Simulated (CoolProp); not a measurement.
R507A along the isotherm 372.4 K: density (kg/m³) from the reference equation and from simpler models built on Tc = 343.8 K, pc = 3.705 MPa, ω = 0.286; each cubic takes its own stable root.

Values from CoolProp's reference Helmholtz-energy equation of state, Lemmon 2003. It is a pseudo-pure fit of the blend.

```json
[
 {"p (MPa)": "1.23", "phase": "gas", "reference": "43.41"},
 {"p (MPa)": "2.47", "phase": "gas", "reference": "98.97"},
 {"p (MPa)": "3.7", "phase": "gas", "reference": "175.6"},
 {"p (MPa)": "4.94", "phase": "supercritical", "reference": "301.9"},
 {"p (MPa)": "6.17", "phase": "supercritical", "reference": "508.2"},
 {"p (MPa)": "7.41", "phase": "supercritical", "reference": "651.4"},
 {"p (MPa)": "8.64", "phase": "supercritical", "reference": "724.6"},
 {"p (MPa)": "9.88", "phase": "supercritical", "reference": "772.8"},
 {"p (MPa)": "11.1", "phase": "supercritical", "reference": "808.1"},
 {"p (MPa)": "12.3", "phase": "supercritical", "reference": "835.9"},
 {"p (MPa)": "13.6", "phase": "supercritical", "reference": "861.0"},
 {"p (MPa)": "14.8", "phase": "supercritical", "reference": "880.9"},
 {"p (MPa)": "16.1", "phase": "supercritical", "reference": "899.8"},
 {"p (MPa)": "17.3", "phase": "supercritical", "reference": "915.4"},
 {"p (MPa)": "18.5", "phase": "supercritical", "reference": "929.5"}
]
```

**Question.** How far does each simpler model (ideal gas, van der Waals, Redlich-Kwong, Soave-Redlich-Kwong) lie from the reference over these 15 states: mean and median of the absolute difference, and the worst?

**Answer.** 
- ideal gas: mean 45.4 %, median 47.8 %, worst -63.7 % at 372.4 K and 7.41 MPa
- van der Waals: mean 18.5 %, median 24.8 %, worst -27.4 % at 372.4 K and 18.5 MPa
- Redlich-Kwong: mean 8.4 %, median 11.1 %, worst -12.7 % at 372.4 K and 8.64 MPa
- Soave-Redlich-Kwong: mean 11.9 %, median 13.8 %, worst -18.4 % at 372.4 K and 7.41 MPa
